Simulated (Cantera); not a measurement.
Input: 1 mol BCl₃, 1.3 mol O₂, 0.12 mol H₂, 7.8 mol N₂, at 1800 K and 27.8 Torr.

These are equilibrium values from Cantera (NASA tables, ideal gas, pure condensed phases), not measurements of a reactor. Candidate condensed phases: B, BN, B₂O₃, B₃O₃H₃, H₂O, NH₄Cl; 49 gas species. The tables' values for BOCl are old estimates; treat these amounts as uncertain. The numbers say what is thermodynamically allowed, not how fast it happens.

Base state: N₂ 0.668, Cl 0.200, O₂ 0.0471, B₂O₃ 0.0355, HCl 0.0180, Cl₂ 0.0148, BOCl 0.00942, BO₂ 0.00288 (mole fractions); condensed: gas only.

Q: What changes in the equilibrium state with this change: temperature from 1800 K to 2323 K?

A: 
| species | before | after |
|---|---|---|
| N₂ | 0.668 | 0.650 |
| Cl | 0.200 | 0.229 |
| O₂ | 0.0471 | 0.0362 |
| BO₂ | 0.00288 | 0.0181 |
| Cl₂ | 0.0148 | 0.000421 |
| B₂O₃ | 0.0355 | 0.0268 |
| HCl | 0.0180 | 0.0150 |
| H | 2.39e-7 | 0.000152 |
| BO | 2.12e-6 | 0.000938 |
| BCl₃ | 1.27e-5 | 8.42e-8 |
